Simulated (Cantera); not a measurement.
Equilibrium for nitride etching: Si3N4 + F2 + H2

A closed system holds: 1 mol Si3N4, 4.2 mol F2, 23 mol H2, equilibrated at 0.0495 Torr.

Cantera equilibrium calculation (NASA polynomials, part measured and part estimated; ideal gas, pure solids and liquids). Candidate condensed phases: Si, Si3N4; 37 gas species. The tables' values for SiF3, SiF2 are old estimates; treat these amounts as uncertain. Rates play no part.

From 748 K to 1198 K the condensed part is Si3N4(s). The main Si-bearing gas is SiF4 throughout.

| T (K) | log p H2 | log p SiF4 | log p N2 | log p SiF3 | n Si3N4(s) |
|---|---|---|---|---|---|
| 748 | -4.24 | -5.28 | -5.46 | -11.34 | 0.300 |
| 823 | -4.24 | -5.28 | -5.46 | -10.15 | 0.300 |
| 898 | -4.24 | -5.28 | -5.46 | -9.16 | 0.301 |
| 973 | -4.24 | -5.28 | -5.46 | -8.32 | 0.301 |
| 1048 | -4.24 | -5.29 | -5.46 | -7.61 | 0.302 |
| 1123 | -4.24 | -5.29 | -5.46 | -7.00 | 0.300 |
| 1198 | -4.24 | -5.31 | -5.45 | -6.47 | 0.293 |
log p: log10 of the partial pressure in bar; n: condensed amount in mol.
